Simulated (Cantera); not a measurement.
A perfectly stirred reactor is fed with C₂H₆ : O₂ : N₂ : H₂O = 1 : 2.33 : 20.3 : 1.2 (molar parts), equivalence ratio 1.5, at 710000 Pa; it is adiabatic with a 375 K inlet, and is followed from long to short residence time, starting on the burning branch (τ in s: 0.38, 0.12, 0.036, 0.011, 0.0034, 0.001, 0.00032, 9.8e-05, 3e-05, 9.3e-06).

Detailed kinetics in Cantera: GRI-Mech 3.0 (53 species, 325 reactions).

One state of this run: T (K) = 1286; x C₂H₆ = 0.000554; x O₂ = 0.00430; x H₂O = 0.122; x C₂H₂ = 0.000601; x HO₂ = 1.01e-5. x: mole fraction; the columns are a selection and need not sum to one.

Which value of τ (s) does it belong to?
A. 0.0034
B. 9.3e-6
C. 3.0e-5
D. 0.036

D, 0.036
